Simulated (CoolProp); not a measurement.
Vapour-liquid equilibrium of acetone (1) + toluene (2) at 1.18 bar; x and y are mole fractions of (1).

The numbers come from the multi-fluid Helmholtz-energy mixture model, Lemmon 2006 and Lemmon 2006; pair parameters Bell 2016 in CoolProp.

Give the bubble temperature and the first vapour's composition at x = 0.275, 0.35, 0.875. Is there an azeotrope?

x = 0.275: 357.3 K, y = 0.699; x = 0.35: 353.3 K, y = 0.757; x = 0.875: 336.7 K, y = 0.964. No azeotrope shows between x = 0.05 and 0.95.

Pair parameters are fitted to limited data, so mixtures are less certain than the pure fluids.
